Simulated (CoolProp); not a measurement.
Properties of R407C along the isobar 6370 kPa (Tc = 86.2 °C, pc = 4632 kPa, ω = 0.363).

Computed with CoolProp (reference Helmholtz-energy equation of state, Lemmon 2003). It is a pseudo-pure fit of the blend.

```
T (°C)          phase  cp (kJ/(kg K))  cv (kJ/(kg K))  speed of sound (m/s)  viscosity (µPa s)  fugacity coefficient
------  -------------  --------------  --------------  --------------------  -----------------  --------------------
27.65          liquid           1.466          0.9054                 518.8                163                0.1792
45.75          liquid           1.562          0.9290                 435.5                132                0.2634
63.85          liquid           1.724          0.9581                 347.6                106                0.3632
81.95          liquid           2.110           1.001                 249.9               80.8                0.4731
100.05  supercritical           4.262           1.100                 140.2               46.9                0.5808
118.15  supercritical           2.350           1.055                 141.7               28.0                0.6582
136.25  supercritical           1.690           1.027                 159.0               25.2                0.7129
154.35  supercritical           1.478           1.024                 172.6               24.3                0.7563
172.55  supercritical           1.381           1.030                 183.9               24.0                0.7920
190.65  supercritical           1.333           1.042                 193.6               24.0                0.8217
208.75  supercritical           1.309           1.057                 202.2               24.2                0.8468
226.85  supercritical           1.298           1.073                 210.0               24.4                0.8683
```

The peak of cp marks the crossing from liquid-like to gas-like fluid above the critical point.

Viscosity comes from a separate model (Geller 2000).
